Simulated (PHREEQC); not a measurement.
Make-up at 25 °C: 0.0014 mol/kgw NaH2PO4, 0.0064 mol/kgw NaOH and 0.00093 mol/kgw KCl. Closed to the air; pH follows from the charge balance.

Model: ion-association model, phreeqc.dat, run in PHREEQC.

Precipitation was switched off in this run.

Task: Order these P species by the share of P that they hold, largest first: HPO4-2, PO4-3, NaHPO4-.

Result: HPO4-2 (75 %), PO4-3 (24 %), NaHPO4- (0.75 %)

The pH is 11.62 and the ionic strength 0.0108 mol/kgw.
